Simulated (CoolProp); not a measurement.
Model: reference Helmholtz-energy equation of state, Lemmon 2006, in CoolProp. It is a short technical equation, of lower accuracy than the large ones.

Problem. For C3F8 (R218), give the phase and the cp (kJ/(kg K)) at 351.1 K and 20 MPa.

Solution. 
- 351.1 K and 20 MPa: supercritical; cp 1.11
